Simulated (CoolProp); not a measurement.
The fluid at 293.15 K and 12 MPa flows at 0.15 m/s in a round tube of 25 mm bore and 45 µm roughness, fully developed (64/Re and Nu = 3.66 if laminar; Colebrook and Gnielinski if turbulent). The same conditions are run with several fluids, on thermodynamics alone (safety and materials aside).

Model: reference Helmholtz-energy equation of state of each fluid (ethylbenzene: Zhou 2012; R152A: Outcalt 1996; R134a: Tillner-Roth 1994; carbon dioxide: Span 1996), in CoolProp.

Question: Rank ethylbenzene, R152A, R134a, carbon dioxide by Reynolds number, highest first.

Answer: carbon dioxide (37700), R134a (19500), R152A (17500), ethylbenzene (4590)

```
fluid           Darcy friction factor  pressure drop (Pa/m)  heat-transfer coefficient (W/(m² K))  mass flow (kg/h)
--------------  ---------------------  --------------------  ------------------------------------  ----------------
ethylbenzene                   0.0402                  15.8                                   218               232
R152A                          0.0301                  12.8                                   455               251
R134a                          0.0296                  17.0                                   437               338
carbon dioxide                 0.0269                  10.6                                   708               233
```

Transport values come from each fluid's own correlations; those of ethylbenzene, R152A, R134a are estimates that may be off by 10 % or more.
